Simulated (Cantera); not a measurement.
Mixture: 15.9 % H2, 17.6 % O2, 66.5 % N2, equivalence ratio 0.45, at 2.30 bar, adiabatic and at constant pressure. Ignition delay is the time to a rise of 400 K.

Cantera simulation using GRI-Mech 3.0 (53 species, 325 reactions); the numbers are that mechanism's predictions, not measurements. The hydrogen kinetics of GRI-Mech 3.0 are dated; newer H2 mechanisms differ, most at raised pressure. Where the delays flatten at high temperature, the 400 K rule measures the pace of heat release, not the induction time.

Question: Predict: delay at 1250 K; delay at 1450 K; delay at 1650 K; delay at 1850 K.

Answer: 
```
Item              Result
---------------  -------
delay at 1250 K  18.7 µs
delay at 1450 K  9.40 µs
delay at 1650 K  7.43 µs
delay at 1850 K  7.75 µs
```
